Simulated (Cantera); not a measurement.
# Low-pressure radical oxidation in H2/O2

An isothermal, constant-pressure homogeneous reactor starts with 1.57 % H₂, 98.4 % O₂, equivalence ratio 0.0080, at 1325 K and 24.0 Torr.

Model: the H2/O2 subset of GRI-Mech 3.0, which has no nitrogen chemistry, integrated in Cantera. Radical loss at walls, strong at low pressure, is not modelled.

| t (s) | x H₂ | x O₂ | x OH | x HO₂ | x H₂O | x H |
|---|---|---|---|---|---|---|
| 0.000800 | 0.0157 | 0.984 | 4.14e-5 | 4.00e-7 | 6.08e-5 | 7.81e-6 |
| 0.00205 | 0.000369 | 0.970 | 0.00224 | 2.41e-6 | 0.0138 | 0.000966 |
| 0.00528 | 8.97e-5 | 0.971 | 0.00164 | 1.92e-6 | 0.0145 | 0.000671 |
| 0.0136 | 7.28e-5 | 0.974 | 0.00147 | 1.75e-6 | 0.0147 | 0.000484 |
| 0.0348 | 4.56e-5 | 0.978 | 0.00117 | 1.39e-6 | 0.0151 | 0.000236 |
| 0.0894 | 1.90e-5 | 0.981 | 0.000757 | 8.61e-7 | 0.0154 | 6.22e-5 |
| 0.230 | 5.18e-6 | 0.983 | 0.000397 | 3.82e-7 | 0.0157 | 8.80e-6 |
| 0.590 | 1.12e-6 | 0.984 | 0.000185 | 1.26e-7 | 0.0158 | 8.89e-7 |
| 1.52 | 2.43e-7 | 0.984 | 8.65e-5 | 3.99e-8 | 0.0158 | 8.98e-8 |
| 3.89 | 6.05e-8 | 0.984 | 4.33e-5 | 2.06e-8 | 0.0159 | 1.12e-8 |
| 10.0 | 1.99e-8 | 0.984 | 2.49e-5 | 2.18e-8 | 0.0159 | 2.13e-9 |
x: mole fraction; the columns are a selection and need not sum to one.

Equilibrium at this temperature and pressure: H₂ 1.21e-8, O₂ 0.984, OH 1.94e-5, HO₂ 2.54e-8, H₂O 0.0159, H 1.01e-9 (gas phase only).
